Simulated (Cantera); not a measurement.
Feed: 1 mol SiH4, 0.031 mol HCl, 17 mol H2, at 998.15 K and 1330 Pa.

Equilibrium computed with Cantera from the NASA thermochemical tables; the gas is ideal and each condensed phase is pure. Candidate condensed phases: Si; 19 gas species. The numbers say what is thermodynamically allowed, not how fast it happens.

Base state: H2 0.998, HCl 0.00161 (mole fractions); condensed: Si(s).

**Question.** What changes in the equilibrium state with this change: HCl from 0.031 to 0.51 mol?

**Answer.** 
```json
[
 {"species": "H2", "before": "0.998", "after": "0.983"},
 {"species": "HCl", "before": "0.00161", "after": "0.0133"},
 {"species": "SiCl4", "before": "4.47e-7", "after": "0.00212"},
 {"species": "SiCl3", "before": "2.83e-7", "after": "0.000162"},
 {"species": "SiHCl3", "before": "1.92e-6", "after": "0.00109"},
 {"species": "SiCl2", "before": "4.40e-6", "after": "0.000303"},
 {"species": "Si(s), mol", "before": "1.000", "after": "0.927"}
]
```
The tables' values for SiCl3 are old estimates; treat these amounts as uncertain.
